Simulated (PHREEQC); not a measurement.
A solution holds 0.23 mol/kgw Mn(NO3)2, at 5 °C. Closed to the air; pH follows from the charge balance.

All values are PHREEQC results (ion-association model, phreeqc.dat), not measurements.

| quantity | before | after |
|---|---|---|
| pH | 6.29 | 6.74 |
| ionic strength (mol/kgw) | 0.652 | 0.646 |
| NO3- (mol/kgw) | 0.435 | 0.435 |

Task: Name the change that produced these shifts.
A. Mn(NO3)2 from 0.23 to 0.023 mol/kgw
B. 0.011 mol/kgw NaHCO3 added
C. diluted 100-fold with water
D. Mn(NO3)2 replaced by NaNO3 at the same molality
E. Mn(NO3)2 from 0.23 to 0.253 mol/kgw

Result: B, 0.011 mol/kgw NaHCO3 added

This is a speciation only: nothing precipitates in the calculation. Some of these states are supersaturated (in Rhodochrosite, for instance). At this temperature some constants are extrapolated from 25 °C, and those without enthalpy data are left unchanged.
